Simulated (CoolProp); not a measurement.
A single-stage vapour-compression cycle with isobutane: evaporating at 242.15 K (dew point), condensing at 298.15 K (bubble point), superheat 8 K, subcooling 2 K, compressor efficiency 0.9, no pressure losses. Each further row changes one setting.

Values from CoolProp's reference Helmholtz-energy equation of state, Bücker 2006.

```tsv
case	cooling COP	pressure ratio	discharge temperature (K)	refrigerating effect (kJ/kg)	volumetric capacity (kJ/m³)
as stated	3.12	7.88	311.2	271	344
evaporating temperature 247.15 K	3.58	6.27	?	277	?
condensing temperature 293.15 K	?	6.79	?	283	359
subcooling 7 K	?	7.88	311.2	283	359
superheat 18 K	3.16	7.88	321.2	285	?
compressor efficiency 0.8	2.77	7.88	317.1	271	344
```

Problem. Fill in the missing entries.

Solution. 
- evaporating temperature 247.15 K, discharge temperature (K): 309.8
- evaporating temperature 247.15 K, volumetric capacity (kJ/m³): 435
- condensing temperature 293.15 K, cooling COP: 3.53
- condensing temperature 293.15 K, discharge temperature (K): 306.5
- subcooling 7 K, cooling COP: 3.26
- superheat 18 K, volumetric capacity (kJ/m³): 348
